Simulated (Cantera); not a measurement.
What does this Cantera script print?

```python
import numpy as np
import cantera as ct

gas_names = """
    Fe FeO Fe(OH)2 H HO2 H2 H2O H2O2 H2S H2SO4 O OH O2 O3 S SH SO SO2 SO3 S2 S2O S8
""".split()
cond_names = """
    Fe(a) Fe(c) Fe(d) Fe(L) FeO(s) FeO(L) Fe(OH)2(s) Fe(OH)3(s) FeS(a) FeS(b) FeS(c) FeS(L) FeSO4(s)
    FeS2(s) Fe2O3(s) Fe2S3O12(s) Fe3O4(s) H2O(s) H2O(L) H2SO4(L) S(cr1) S(cr2) S(L)
""".split()


def load(file, names, dense=False):
    # The tables refer to 1 bar. Condensed volumes are neglected.
    table = {s.name: s for s in ct.Species.list_from_file(file)}
    out = []
    for n in names:
        d = dict(table[n].input_data)
        d["thermo"] = dict(d["thermo"], **{"reference-pressure": 1e5})
        if dense:
            d["equation-of-state"] = {"model": "constant-volume", "density": "1e6 g/cm^3"}
        out.append(ct.Species.from_dict(d))
    return out


gas = ct.Solution(thermo="ideal-gas", species=load("nasa_gas.yaml", gas_names))
cond = {s.name: ct.Solution(thermo="fixed-stoichiometry", species=[s], name=s.name)
        for s in load("nasa_condensed.yaml", cond_names, dense=True)}
atoms = {
    'FeS': {'Fe': 1, 'S': 1},
    'H2S': {'H': 2, 'S': 1},
    'O2': {'O': 2},
}
top_T = {'FeSO4(s)': 950, 'FeS2(s)': 1010, 'Fe2O3(s)': 1830, 'Fe2S3O12(s)': 1100, 'Fe3O4(s)': 1870}  # K; cautious upper limits of use, not melting points


def equilibrate(T, P, feed):
    n = {}
    for name, mol in feed.items():
        for a, k in atoms[name].items():
            n[a] = n.get(a, 0.0) + k * mol
    gas.TPX = T, P, n
    mass = sum(n.values()) * gas.mean_molecular_weight
    gas.equilibrate("TP")
    valid = [c for c in cond.values() if c.min_temp <= T <= top_T.get(c.name, c.max_temp)]
    mix = ct.Mixture([(gas, mass / gas.mean_molecular_weight)] + [(c, 0.0) for c in valid])
    mix.T, mix.P = T, P
    mix.equilibrate("TP", solver="vcs", rtol=1e-11, max_steps=5000)
    return mix


results = []
feed = {'FeS': 1, 'H2S': 3.1, 'O2': 0.78}  # mol
T = 1475  # K
P = 4500  # Pa
mix = equilibrate(T, P, feed)
results.append((T, P, feed, dict(zip(mix.species_names, mix.species_moles))))
print(gas.report(threshold=1e-06))
for i in range(1, mix.n_phases):
    print(f"{mix.phase(i).name:16s} {mix.phase_moles(i):12.5e} mol")
```

Result:

```
       temperature   1475 K
          pressure   4500 Pa
           density   0.010855 kg/m^3
  mean mol. weight   29.584 kg/kmol
   phase of matter   gas

                          1 kg             1 kmol
                     ---------------   ---------------
          enthalpy       -1.7101e+05       -5.0592e+06  J
   internal energy       -5.8556e+05       -1.7323e+07  J
           entropy            9562.2        2.8289e+05  J/K
    Gibbs function       -1.4275e+07       -4.2232e+08  J
 heat capacity c_p            1403.6             41523  J/K
 heat capacity c_v            1122.5             33209  J/K

                      mass frac. Y      mole frac. X     chem. pot. / RT
                     ---------------   ---------------   ---------------
                 H        1.0394e-06        3.0506e-05           -11.523
                H2          0.016965           0.24895           -23.046
               H2O           0.20419           0.33532            -50.13
               H2S           0.13363           0.11601           -35.407
                OH        6.1898e-07        1.0767e-06           -38.607
                 S        8.2741e-05         7.635e-05           -12.361
                SH         0.0043663         0.0039062           -23.884
                SO         0.0016923         0.0010417           -39.446
               SO2          0.017556         0.0081077            -66.53
                S2           0.61931           0.28574           -24.723
               S2O         0.0022049        0.00081417           -51.807
     [  +11 minor]        1.3666e-06        4.7262e-07

Fe(c)             0.00000e+00 mol
FeO(s)            0.00000e+00 mol
Fe(OH)2(s)        0.00000e+00 mol
Fe(OH)3(s)        0.00000e+00 mol
FeS(L)            9.99998e-01 mol
Fe2O3(s)          0.00000e+00 mol
Fe3O4(s)          0.00000e+00 mol
S(L)              0.00000e+00 mol
```

These are equilibrium values from Cantera (NASA tables, ideal gas, pure condensed phases), not measurements of a reactor. FeS: taken at fixed stoichiometry.
